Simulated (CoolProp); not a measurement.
Properties of octamethylcyclotetrasiloxane (D4) along the isobar 777 kPa.

Model: reference Helmholtz-energy equation of state, Thol 2015, in CoolProp.

```json
[
 {"T (K)": "438.6", "phase": "liquid", "cv (kJ/(kg K))": "1.689", "speed of sound (m/s)": "501.5", "Joule-Thomson coefficient (K/MPa)": "-0.1623"},
 {"T (K)": "451.5", "phase": "liquid", "cv (kJ/(kg K))": "1.720", "speed of sound (m/s)": "466.7", "Joule-Thomson coefficient (K/MPa)": "-0.1185"},
 {"T (K)": "464.5", "phase": "liquid", "cv (kJ/(kg K))": "1.751", "speed of sound (m/s)": "431.8", "Joule-Thomson coefficient (K/MPa)": "-0.06535"},
 {"T (K)": "477.4", "phase": "liquid", "cv (kJ/(kg K))": "1.781", "speed of sound (m/s)": "397.2", "Joule-Thomson coefficient (K/MPa)": "-6.693e-5"},
 {"T (K)": "490.4", "phase": "liquid", "cv (kJ/(kg K))": "1.811", "speed of sound (m/s)": "362.0", "Joule-Thomson coefficient (K/MPa)": "0.08402"},
 {"T (K)": "503.4", "phase": "liquid", "cv (kJ/(kg K))": "1.841", "speed of sound (m/s)": "326.2", "Joule-Thomson coefficient (K/MPa)": "0.1962"},
 {"T (K)": "516.3", "phase": "liquid", "cv (kJ/(kg K))": "1.871", "speed of sound (m/s)": "289.6", "Joule-Thomson coefficient (K/MPa)": "0.3529"},
 {"T (K)": "529.3", "phase": "liquid", "cv (kJ/(kg K))": "1.900", "speed of sound (m/s)": "250.8", "Joule-Thomson coefficient (K/MPa)": "0.5943"},
 {"T (K)": "542.2", "phase": "liquid", "cv (kJ/(kg K))": "1.930", "speed of sound (m/s)": "208.8", "Joule-Thomson coefficient (K/MPa)": "1.012"},
 {"T (K)": "555.2", "phase": "gas", "cv (kJ/(kg K))": "1.933", "speed of sound (m/s)": "79.51", "Joule-Thomson coefficient (K/MPa)": "21.74"},
 {"T (K)": "568.2", "phase": "gas", "cv (kJ/(kg K))": "1.951", "speed of sound (m/s)": "87.99", "Joule-Thomson coefficient (K/MPa)": "17.07"},
 {"T (K)": "581.1", "phase": "gas", "cv (kJ/(kg K))": "1.971", "speed of sound (m/s)": "94.48", "Joule-Thomson coefficient (K/MPa)": "14.22"},
 {"T (K)": "594.1", "phase": "gas", "cv (kJ/(kg K))": "1.991", "speed of sound (m/s)": "99.87", "Joule-Thomson coefficient (K/MPa)": "12.23"},
 {"T (K)": "607", "phase": "gas", "cv (kJ/(kg K))": "2.011", "speed of sound (m/s)": "104.5", "Joule-Thomson coefficient (K/MPa)": "10.74"},
 {"T (K)": "620", "phase": "gas", "cv (kJ/(kg K))": "2.031", "speed of sound (m/s)": "108.6", "Joule-Thomson coefficient (K/MPa)": "9.574"}
]
```
